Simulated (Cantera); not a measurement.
## Ignition delay

Mixture: 16.6 % CH₄, 17.5 % O₂, 65.9 % N₂, equivalence ratio 1.9, at 101000 Pa, adiabatic and at constant volume. Ignition delay is the time to a rise of 400 K.

Model: GRI-Mech 3.0 (53 species, 325 reactions), integrated in Cantera.

| T0 (K) | delay (ms) |
|---|---|
| 1200 | 60.9 |
| 1250 | 30.2 |
| 1300 | 15.4 |
| 1350 | 8.14 |
| 1400 | 4.42 |
| 1450 | 2.47 |
| 1500 | 1.43 |
| 1550 | 0.855 |

| Item | Result |
|---|---|
| apparent activation energy between 1450 and 1550 K | 200 kJ/mol |
